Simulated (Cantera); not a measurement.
Feed: 1 mol SiH2Cl2, 1.7 mol CH4, 32 mol H2, held at 13300 Pa.

Method: chemical equilibrium by Gibbs-energy minimisation in Cantera with the NASA 1993 tables (ideal gas, pure condensed phases). Candidate condensed phases: C, C6H6, C7H8, C8H18, Si, SiC; 109 gas species. Gases not in the tables: Si2H6 and higher silanes. The numbers say what is thermodynamically allowed, not how fast it happens.

**Question.** What share of the Si ends up in condensed phases as a function of T (K), at 1448, 1598, 1748, 1898, 2048, 2198, 2348, 2498?

**Answer.** 
```json
[
 {"T (K)": "1448", "Si condensed (%)": "99.8", "as": "SiC(s)"},
 {"T (K)": "1598", "Si condensed (%)": "99.6", "as": "SiC(s)"},
 {"T (K)": "1748", "Si condensed (%)": "99.3", "as": "SiC(s)"},
 {"T (K)": "1898", "Si condensed (%)": "98.9", "as": "SiC(s)"},
 {"T (K)": "2048", "Si condensed (%)": "98.1", "as": "SiC(s)"},
 {"T (K)": "2198", "Si condensed (%)": "95.9", "as": "SiC(s)"},
 {"T (K)": "2348", "Si condensed (%)": "86.2", "as": "SiC(s)"},
 {"T (K)": "2498", "Si condensed (%)": "39.2", "as": "SiC(s)"}
]
```
